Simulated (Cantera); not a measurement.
Input: 1 mol Al, 27 mol H2O, 1.2 mol N2, at 2200 K.

Equilibrium computed with Cantera from the NASA thermochemical tables; the gas is ideal and each condensed phase is pure. Candidate condensed phases: Al, AlN, Al2O3, H2O; 35 gas species. The tables' values for AlOH are old estimates; treat these amounts as uncertain. Gases not in the tables: Al(OH)3. The numbers say what is thermodynamically allowed, not how fast it happens.

x: gas mole fraction; n: condensed amount in mol.

| P (Pa) | x H2O | x H | x H2 | x OH | x O | x O2 | x N2 | n Al2O3(s) |
|---|---|---|---|---|---|---|---|---|
| 10 | 0.369 | 0.228 | 0.164 | 0.0718 | 0.0697 | 0.0664 | 0.0297 | 0.493 |
| 46 | ? | ? | ? | ? | ? | ? | ? | 0.497 |
| 220 | 0.737 | 0.0399 | 0.111 | 0.0371 | 0.00934 | 0.0262 | 0.0389 | 0.499 |
| 1000 | 0.821 | 0.0163 | 0.0833 | 0.0223 | 0.00304 | 0.0126 | 0.0407 | 0.499 |
| 4600 | 0.867 | ? | ? | ? | ? | ? | 0.0417 | 0.500 |
| 22000 | 0.889 | 0.00289 | 0.0578 | 0.00620 | 0.000216 | 0.00140 | 0.0422 | 0.500 |
| 100000 | 0.898 | 0.00132 | 0.0548 | 0.00302 | 5.06e-5 | 0.000350 | 0.0424 | 0.500 |

Q: Complete the blanks.

A: 
- 4600, x H: 0.00676
- 4600, x H2: 0.0662
- 4600, x OH: 0.0123
- 4600, x O: 0.000878
- 4600, x O2: 0.00485
- 46, x H2O: 0.588
- 46, x H: 0.1000
- 46, x H2: 0.145
- 46, x OH: 0.0566
- 46, x O: 0.0272
- 46, x O2: 0.0466
- 46, x N2: 0.0354
